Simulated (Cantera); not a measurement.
Feed: 1 mol SiCl4, 6.2 mol NO, 100 mol N2, equilibrated at 852 °C and 13.3 mbar.

Cantera equilibrium calculation (NASA polynomials, part measured and part estimated; ideal gas, pure solids and liquids). Candidate condensed phases: Si, SiO2, Si2N2O, Si3N4; 23 gas species. Equilibrium is a limit: real reactors are often held back by kinetics, nucleation or transport.

Base state: N2 0.961, O2 0.0195, Cl2 0.0175, Cl 0.00235, NO 3.58e-5 (mole fractions); condensed: SiO2(β-quartz).

Q: What changes in the equilibrium state with this change: SiCl4 replaced by SiH4?

A: 
```tsv
species	before	after
N2	0.961	0.971
H2O	0	0.0188
O2	0.0195	0.0103
Cl2	0.0175	0
Cl	0.00235	0
NO	3.58e-5	2.61e-5
SiO2(β-quartz), mol	1.00	1.00
```
Further candidate phases: H2O.

Q: What changes in the equilibrium state with this change: temperature from 852 °C to 1227 °C?

A: 
```json
[
 {"species": "N2", "before": "0.961", "after": "0.947"},
 {"species": "Cl", "before": "0.00235", "after": "0.0298"},
 {"species": "O2", "before": "0.0195", "after": "0.0191"},
 {"species": "Cl2", "before": "0.0175", "after": "0.00347"},
 {"species": "NO", "before": "3.58e-5", "after": "0.000404"},
 {"species": "ClO", "before": "1.74e-6", "after": "1.17e-5"},
 {"species": "SiO2(β-quartz), mol", "before": "1.00", "after": "1.00"}
]
```
The tables hold silica as quartz up to 1696 K and as liquid above; real silica turns to tridymite and cristobalite and melts near 1996 K.
